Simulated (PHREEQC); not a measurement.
Consider water at 25 °C with 0.016 mol/kgw H3PO4, 0.00034 mol/kgw H2SO4 and 1.6e-05 mol/kgw H3AsO4. Closed to the air; pH follows from the charge balance.

All values are PHREEQC results (ion-association model, wateq4f.dat), not measurements.

This is a speciation only: nothing precipitates in the calculation.

### Question
What pH, ionic strength does the model give?

### Answer
pH 2.11; ionic strength 0.00864 mol/kgw.

### Question
In which forms is As present?

### Answer
H3AsO4 58 %, H2AsO4- 42 % of the As.

Complexes and solids missing from the database can't appear. H3PO4, which wateq4f.dat lacks, is added to it with the constant of phreeqc.dat.
